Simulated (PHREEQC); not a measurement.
1 kg of water holding 0.37 mol MgCl2, 0.13 mol SrCl2 and 0.0049 mol KCl is evaporated at 30 °C; the solids stay in contact with the brine. CO2 from the air is kept out. Only these solids could form: Bischofite, Brucite, Carnallite, Sylvite, MgCl2_4H2O.

All values are PHREEQC results (Pitzer model, pitzer.dat), not measurements.

```tsv
water left (kg)	ionic strength	water activity	Cl in solution (mol/kgw)	K in solution (mol/kgw)	Mg in solution (mol/kgw)
1	1.50	0.975	1.00	0.00490	0.370
0.8219	1.83	0.969	1.22	0.00596	0.450
0.5552	2.71	0.950	1.81	0.00883	0.666
0.4563	3.30	0.936	2.20	0.0107	0.811
0.375	4.01	0.917	2.68	0.0131	0.987
0.2533	5.94	0.856	3.97	0.0193	1.46
0.2082	7.23	0.808	4.83	0.0235	1.78
0.1711	8.79	0.743	5.87	0.0286	2.16
0.1156	13.0	0.551	8.69	0.0424	3.20
0.09502	15.8	0.423	10.6	0.0516	3.89
```
